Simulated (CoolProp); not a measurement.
The numbers come from the reference Helmholtz-energy equation of state, Lemmon 2003 in CoolProp. It is a pseudo-pure fit of the blend.

Task: For R404A, give the phase and the Prandtl number at 234.4 K and 56.8 kPa; 302.8 K and 56.8 kPa; 325.6 K and 56.8 kPa.

Result: 
- 234.4 K and 56.8 kPa: gas; Prandtl number 0.861
- 302.8 K and 56.8 kPa: gas; Prandtl number 0.792
- 325.6 K and 56.8 kPa: gas; Prandtl number 0.790

Viscosity comes from a separate model (Geller 2000). Thermal conductivity comes from a separate model (Geller 2001).
